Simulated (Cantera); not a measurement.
Source: NASA polynomial tables (part measured, part estimated), evaluated in Cantera. Values are per mole of reaction as written; species without (g) are pure solids or liquids, kept so even where they would boil at 1 bar. VN: taken at fixed stoichiometry.

2 VN + 4 OH(g) = V₂O₄ + 2 H₂(g) + N₂(g)

| T (K) | ΔH° (kJ) | ΔS° (J/K) | ΔG° (kJ) | log10 K | condensed phases |
|---|---|---|---|---|---|
| 300 | (withheld) | (withheld) | (withheld) | (withheld) | VN(s), V₂O₄(s) |
| 925 | -1128.1 | -204.1 | -939.3 | 53.04 | VN(s), V₂O₄(s) |
| 1125 | -1123.3 | -199.5 | -898.9 | 41.74 | VN(s), V₂O₄(s) |
| 1325 | -1118.9 | -195.8 | -859.4 | 33.88 | VN(s), V₂O₄(s) |
| 1525 | (withheld) | (withheld) | (withheld) | (withheld) | VN(s), V₂O₄(s) |
| 1725 | (withheld) | (withheld) | (withheld) | (withheld) | VN(s), V₂O₄(s) |
| 1925 | -991.0 | -124.6 | -751.1 | 20.38 | VN(s), V₂O₄(l) |

Q: Fill in the missing entries.

A: 
- 300, ΔH° (kJ): -1150.3
- 300, ΔS° (J/K): -253.0
- 300, ΔG° (kJ): -1074.4
- 300, log10 K: 187.06
- 1525, ΔH° (kJ): -1114.7
- 1525, ΔS° (J/K): -192.9
- 1525, ΔG° (kJ): -820.5
- 1525, log10 K: 28.10
- 1725, ΔH° (kJ): -1110.6
- 1725, ΔS° (J/K): -190.4
- 1725, ΔG° (kJ): -782.2
- 1725, log10 K: 23.69
